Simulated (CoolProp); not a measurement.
Vapour pressure (MPa) of sulfur dioxide: the reference equation beside estimates from Tc = 430.6 K, pc = 7.887 MPa, ω = 0.256. Clausius-Clapeyron is anchored at 301.2 K with a constant enthalpy of vaporisation of 22.63 kJ/mol.

Model: reference Helmholtz-energy equation of state, Gao 2016, in CoolProp.

```csv
T (K),reference,Lee-Kesler,Clausius-Clapeyron,Redlich-Kwong,Soave-Redlich-Kwong,Peng-Robinson
270.2,0.1376,0.1360,0.1538,0.2544,0.1366,0.1384
280.5,0.2082,0.2067,0.2227,0.3640,0.2071,0.2084
290.8,0.3045,0.3035,0.3140,0.5053,0.3036,0.3039
301.2,0.4338,0.4337,0.4338,0.6848,0.4335,0.4321
311.5,0.5997,0.6010,0.5848,0.9041,0.6007,0.5967
321.8,0.8102,0.8130,0.7735,1.169,0.8134,0.8058
332.2,1.075,1.079,1.008,1.489,1.082,1.069
342.5,1.397,1.402,1.290,1.860,1.408,1.390
352.8,1.785,1.790,1.626,2.291,1.802,1.779
363.2,2.253,2.258,2.028,2.791,2.279,2.249
373.5,2.800,2.804,2.494,3.355,2.836,2.800
383.8,3.441,3.443,3.033,3.990,3.487,3.447
394.2,4.193,4.194,3.656,4.709,4.249,4.207
```

Absolute difference from the reference over all 13 rows, mean and median: Lee-Kesler 0.3 and 0.3 %, Clausius-Clapeyron 7.5 and 7.7 %, Redlich-Kwong 42.3 and 38.5 %, Soave-Redlich-Kwong 0.7 and 0.7 %, Peng-Robinson 0.3 and 0.3 %.
